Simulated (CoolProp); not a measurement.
The numbers come from the reference Helmholtz-energy equation of state, Lemmon 2016 in CoolProp.

Question: For R227EA, give the phase and the Z, cv (kJ/(kg K)) at 224.2 K and 3660 kPa.

Answer: 
- 224.2 K and 3660 kPa: liquid; Z 0.201, cv 0.722
